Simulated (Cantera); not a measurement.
Source: NASA polynomial tables (part measured, part estimated), evaluated in Cantera. Values are per mole of reaction as written; species without (g) are pure solids or liquids, kept so even where they would boil at 1 bar.

Question: Between 548 and 948 K, where is each reaction favourable under standard conditions?
- 2 TiCl4(g) + C2H6(g) → 2 TiCl3 + C2H4(g) + 2 HCl(g)

Answer: 
- 2 TiCl4(g) + C2H6(g) → 2 TiCl3 + C2H4(g) + 2 HCl(g): ΔG° is 67 kJ at 548 K and 79 kJ at 948 K; it stays positive (K < 1). ΔH° is 59 kJ and ΔS° -21 J/K at 948 K.
